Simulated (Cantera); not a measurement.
An isothermal, constant-pressure homogeneous reactor starts with H₂ : O₂ = 0.032 : 1 (molar parts), at 1100 K and 2.78 Torr.

Computed with Cantera and GRI-Mech 3.0 (53 species, 325 reactions). Radical loss at walls, strong at low pressure, is not modelled.

One state of this run: x H₂ = 0.0187; x O₂ = 0.960; x HO₂ = 1.04e-6; x H₂O = 0.00941; x H = 0.00304; x O = 0.00631. x: mole fraction; the columns are a selection and need not sum to one.

Task: Which value of t (s) does it belong to?
(A) 0.000327
(B) 0.0178
(C) 13.9
(D) 0.00124

Result: B, 0.0178
